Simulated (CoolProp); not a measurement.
The numbers come from the reference Helmholtz-energy equation of state, Lemmon 2006 in CoolProp. It is a short technical equation, of lower accuracy than the large ones.

### Question
For acetone, give the phase and the density (kg/m³), fugacity coefficient at 550 K and 46.9 bar.

### Answer
- 550 K and 46.9 bar: gas; density 90.5, fugacity coefficient 0.728
